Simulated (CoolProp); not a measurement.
Vapour-liquid equilibrium of benzene (1) + ethylbenzene (2) at 340.5 K; x and y are mole fractions of (1).

Model: multi-fluid Helmholtz-energy mixture model, Thol 2012 and Zhou 2012; pair parameters Bell 2016, in CoolProp.

```tsv
x	bubble pressure (MPa)	y at the bubble point	dew pressure at overall composition x (MPa)	liquid density (mol/L)
0.05	0.01242	0.223	0.01057	7.883
0.125	0.01597	[?]	[?]	8.057
0.2	0.01969	0.588	[?]	8.237
0.275	0.02358	0.689	0.01310	8.422
0.35	0.02764	0.763	0.01424	8.615
0.425	0.03187	[?]	0.01559	8.814
0.5	0.03626	0.864	0.01724	9.020
0.575	0.04078	0.899	0.01929	9.233
0.65	0.04541	0.926	[?]	9.454
0.725	0.05011	0.949	0.02538	9.683
0.8	0.05485	0.967	0.03023	9.920
0.875	0.05958	0.981	0.03757	10.17
0.95	0.06426	0.993	0.05042	10.42
```

Task: Fill in the missing entries.

Result: 
- 0.125, y at the bubble point: 0.443
- 0.125, dew pressure at overall composition x (MPa): 0.01129
- 0.2, dew pressure at overall composition x (MPa): 0.01213
- 0.425, y at the bubble point: 0.820
- 0.65, dew pressure at overall composition x (MPa): 0.02191

No azeotrope shows between x = 0.05 and 0.95.

Pair parameters are fitted to limited data, so mixtures are less certain than the pure fluids.
